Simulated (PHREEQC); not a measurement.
# Acid mine or pickling water (model solution)

Synthetic water in mg/L, 40 °C, pH 3.7, pe 11.7:

```json
[
 {"constituent": "Na", "mg/L": "278"},
 {"constituent": "K", "mg/L": "0.0499"},
 {"constituent": "Ca", "mg/L": "14.2"},
 {"constituent": "Mg", "mg/L": "10.5"},
 {"constituent": "Cl", "mg/L": "177"},
 {"constituent": "S(6) as SO4", "mg/L": "458"},
 {"constituent": "O(0) (dissolved oxygen)", "mg/L": "6.22"},
 {"constituent": "Zn", "mg/L": "21.8"}
]
```

Valence states are taken as typed.

Equilibrium calculation in PHREEQC: ion-association model, phreeqc.dat.

This is a speciation only: nothing precipitates in the calculation.

Task: Predict the ionic strength.

Result: ionic strength 0.0187 mol/kgw.

Task: In which forms is S present?

Result: SO4-2 88 %, NaSO4- 3.4 %, MgSO4 3.0 %, ZnSO4 1.9 %, CaSO4 1.6 %, HSO4- 1.6 % of the S.

Away from 25 °C the constants follow the database's enthalpies or fits; those with neither stay at their 25 °C values.
